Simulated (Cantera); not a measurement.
Input: 1 mol V2O5, 3.4 mol H2, at 1200 K and 15.0 Pa.

Cantera equilibrium calculation (NASA polynomials, part measured and part estimated; ideal gas, pure solids and liquids). Candidate condensed phases: H2O, V, VO, V2O3, V2O4, V2O5; 12 gas species. Condensed phases not in the tables: the oxides between V2O3 and V2O5 other than VO2. Kinetics and transport are ignored.

Base state: H2O 0.588, H2 0.412, H 1.03e-5 (mole fractions); condensed: V2O3(s).

What changes in the equilibrium state with this change: V2O5 replaced by Nb2O5?


```csv
species,before,after
H2,0.412,0.979
H2O,0.588,0.0210
H,1.03e-5,1.59e-5
"V2O3(s), mol",1.00,0
"NbO2(s), mol",0,0.143
"Nb2O5(s), mol",0,0.929
```
Mutual solubility and eutectic melting of coexisting phases are not modelled. Condensed phases not in the tables: the oxides between NbO2 and Nb2O5. Further candidate phases: Nb, NbO, NbO2, Nb2O5.

What changes in the equilibrium state with this change: V2O5 replaced by Cr2O3?


```csv
species,before,after
H2,0.412,1.000
H2O,0.588,0.000103
H,1.03e-5,1.61e-5
"V2O3(s), mol",1.00,0
"Cr(s), mol",0,0.000227
"Cr2O3(s), mol",0,1.000
```
Mutual solubility and eutectic melting of coexisting phases are not modelled. Further candidate phases: Cr, Cr2O3.
